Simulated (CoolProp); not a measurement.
Saturated liquid density (kg/m³) of methanol: the reference equation beside estimates from Tc = 513.4 K, pc = 8.216 MPa, ω = 0.565.

Computed with CoolProp (reference Helmholtz-energy equation of state, de Reuck 1993).

| T (K) | reference | van der Waals | Redlich-Kwong |
|---|---|---|---|
| 260.6 | 821.5 | 402.6 | 597.5 |
| 266.2 | 816.2 | 400.1 | 593.4 |
| 271.8 | 810.9 | 397.6 | 589.1 |
| 277.4 | 805.7 | 395.0 | 584.8 |
| 283 | 800.4 | 392.4 | 580.4 |
| 288.6 | 795.2 | 389.7 | 575.9 |
| 294.3 | 789.9 | 387.0 | 571.3 |
| 299.9 | 784.6 | 384.2 | 566.6 |
| 305.5 | 779.3 | 381.4 | 561.8 |
| 311.1 | 774.0 | 378.6 | 556.9 |
| 316.7 | 768.7 | 375.7 | 552.0 |
| 322.3 | 763.3 | 372.8 | 546.9 |

Absolute difference from the reference over all 12 rows, mean and median: van der Waals 51.0 and 51.0 %, Redlich-Kwong 27.7 and 27.6 %.
